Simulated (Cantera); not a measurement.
Charge: 1 mol c-C4F8, 0.27 mol H2, 1.3 mol Si, at 800 K and 3.00 Pa.

Cantera equilibrium calculation (NASA polynomials, part measured and part estimated; ideal gas, pure solids and liquids). Candidate condensed phases: C, C6H6, C7H8, C8H18, Si, SiC; 113 gas species. The feed counts by its element totals alone. Condensed phases not in the tables: fluorocarbon polymer. Gases not in the tables: C2F6 and larger saturated fluorocarbons. Equilibrium is a limit: real reactors are often held back by kinetics, nucleation or transport.

Base state: SiF4 0.541, CF4 0.235, HF 0.225 (mole fractions); condensed: C(graphite).

What changes in the equilibrium state with this change: Si from 1.3 to 0.087 mol?


| species | before | after |
|---|---|---|
| CF4 | 0.235 | 0.739 |
| HF | 0.225 | 0.225 |
| SiF4 | 0.541 | 0.0362 |
| C(graphite), mol | 3.44 | 2.22 |
